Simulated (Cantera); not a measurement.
A perfectly stirred reactor is fed with CH4 : C2H6 : C3H8 : O2 : N2 = 1 : 0.038 : 0.037 : 2.44 : 9.17 (molar parts), at 9.87 atm; it is adiabatic with a 475 K inlet, and is followed from long to short residence time, starting on the burning branch (τ in s: 0.062, 0.028, 0.013, 0.006, 0.0028, 0.0013, 0.00059, 0.00027, 0.00012, 5.7e-05, 2.6e-05, 1.2e-05).

Detailed kinetics in Cantera: GRI-Mech 3.0 (53 species, 325 reactions).

Question: What does this change do: 0.64 parts H2O added?

Answer: 
```
quantity                                                                      before                               after
------------------------------------------------  ----------------------------------  ----------------------------------
blow-out, bracketed by the residence times tried  burning at 26.0 µs, out at 12.0 µs  burning at 57.0 µs, out at 26.0 µs
x(CH4) at τ = 62.0 ms                                                        7.89e-7                             1.13e-6
x(C2H6) at τ = 62.0 ms                                                       3.03e-9                             4.18e-9
x(C3H8) at τ = 62.0 ms                                                       3.59e-9                             4.52e-9
x(NO2) at τ = 62.0 ms                                                        1.90e-6                             1.21e-6
x(HCO) at τ = 62.0 ms                                                        5.07e-9                             4.20e-9
x(CH4) at τ = 0.590 ms                                                       4.85e-5                             6.21e-5
x(C2H6) at τ = 0.590 ms                                                      2.87e-7                             3.80e-7
x(C3H8) at τ = 0.590 ms                                                      3.01e-7                             3.74e-7
x(NO2) at τ = 0.590 ms                                                       3.88e-7                             2.42e-7
x(HCO) at τ = 0.590 ms                                                       4.31e-7                             4.00e-7
```

Question: What does this change do: N2 9.17 to 6.1 parts?

Answer: 
```csv
quantity,before,after
"blow-out, bracketed by the residence times tried","burning at 26.0 µs, out at 12.0 µs","burning at 12.0 µs, the shortest tried"
x(CH4) at τ = 62.0 ms,7.89e-7,1.91e-7
x(C2H6) at τ = 62.0 ms,3.03e-9,8.70e-10
x(C3H8) at τ = 62.0 ms,3.59e-9,1.22e-9
x(NO2) at τ = 62.0 ms,1.90e-6,5.26e-6
x(HCO) at τ = 62.0 ms,5.07e-9,2.69e-8
x(CH4) at τ = 0.590 ms,4.85e-5,1.79e-5
x(C2H6) at τ = 0.590 ms,2.87e-7,8.89e-8
x(C3H8) at τ = 0.590 ms,3.01e-7,1.19e-7
x(NO2) at τ = 0.590 ms,3.88e-7,2.12e-6
x(HCO) at τ = 0.590 ms,4.31e-7,4.12e-7
```
